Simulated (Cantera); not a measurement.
Gas-phase reforming

An isothermal, constant-pressure homogeneous reactor starts with CH4 : H2O = 1 : 0.5 (molar parts), at 1225 K and 15.8 atm.

Computed with Cantera and GRI-Mech 3.0 (53 species, 325 reactions). GRI-Mech 3.0 stops at C3 and has no aromatics, soot or wall deposition, so with more carbon than oxygen in the feed, carbon stays in small species such as C2H2 where larger ones or solid carbon would form. The pressure lies above the range GRI-Mech 3.0 was tuned for (to about 10 atm).

```
t (s)     x CH4  x H2O     x CO2    x O2    x C2H6
--------  -----  -----  --------  ------  --------
0.000100  0.667  0.333    <1e-12  <1e-12   4.35e-9
0.000246  0.667  0.333    <1e-12  <1e-12   5.52e-8
0.000606  0.667  0.333    <1e-12  <1e-12   4.34e-7
0.00149   0.667  0.333    <1e-12  <1e-12   1.73e-6
0.00367   0.667  0.333    <1e-12  <1e-12   4.96e-6
0.00904   0.667  0.333    <1e-12  <1e-12   1.28e-5
0.0223    0.667  0.333    <1e-12  <1e-12   3.17e-5
0.0548    0.666  0.333    <1e-12  <1e-12   7.49e-5
0.135     0.666  0.333  2.04e-11  <1e-12  0.000163
0.332     0.665  0.333  4.32e-10  <1e-12  0.000288
0.817     0.664  0.333   6.26e-9  <1e-12  0.000361
2.01      0.658  0.332   5.99e-8  <1e-12  0.000371
4.95      0.646  0.330   5.49e-7  <1e-12  0.000449
12.2      0.617  0.327   7.35e-6  <1e-12   0.00114
30.0      0.574  0.321  0.000129  <1e-12   0.00355
```
x: mole fraction; the columns are a selection and need not sum to one.

Equilibrium at this temperature and pressure: CH4 0.218, H2O 0.0108, CO2 0.00242, O2 <1e-12, C2H6 7.38e-5 (gas phase only).
